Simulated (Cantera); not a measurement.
Boron, boron nitride and boron oxide: BF3 + O2 + N2

Feed: 1 mol BF3, 0.35 mol O2, 160 mol N2, equilibrated at 0.00270 bar.

Method: chemical equilibrium by Gibbs-energy minimisation in Cantera with the NASA 1993 tables (ideal gas, pure condensed phases). Candidate condensed phases: B, BN, B2O3; 31 gas species. Kinetics and transport are ignored.

```
T (°C)   x N2    x BF3       x F     x BOF
------  -----  -------  --------  --------
1227    0.992  0.00618   3.80e-5   1.90e-5
1277    0.991  0.00616   6.95e-5   3.47e-5
1327    0.991  0.00614  0.000122   6.10e-5
1377    0.991  0.00609  0.000207  0.000103
1427    0.991  0.00603  0.000339  0.000169
1477    0.991  0.00593  0.000537  0.000268
1527    0.991  0.00578  0.000825  0.000412
1577    0.990  0.00558   0.00123  0.000612
1627    0.990  0.00531   0.00176  0.000880
1677    0.989  0.00496   0.00245   0.00122
1727    0.989  0.00454   0.00327   0.00163
1777    0.988  0.00408   0.00419   0.00209
```
x: gas mole fraction; nothing condenses.

From 1227 °C to 1777 °C nothing is condensed. The main B-bearing gas is BF3 throughout.
